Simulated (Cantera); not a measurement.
Mixture: CH4 : CO : O2 : N2 = 1 : 0.062 : 3.22 : 12.1 (molar parts), at 24.0 bar, adiabatic and at constant volume. Ignition delay is the time to a rise of 400 K.

Computed with Cantera and GRI-Mech 3.0 (53 species, 325 reactions). The pressure lies above the range GRI-Mech 3.0 was tuned for (to about 10 atm).

Task: What does this change do: pressure from 24.0 bar to 3.40 bar?

Result: 
```tsv
quantity	before	after
delay at 1200 K	1.59 ms	11.7 ms
delay at 1350 K	0.287 ms	1.79 ms
delay at 1500 K	69.0 µs	0.364 ms
delay at 1650 K	20.2 µs	98.8 µs
delay at 1800 K	7.01 µs	34.8 µs
apparent activation energy between 1650 and 1800 K	170 kJ/mol	170 kJ/mol
```
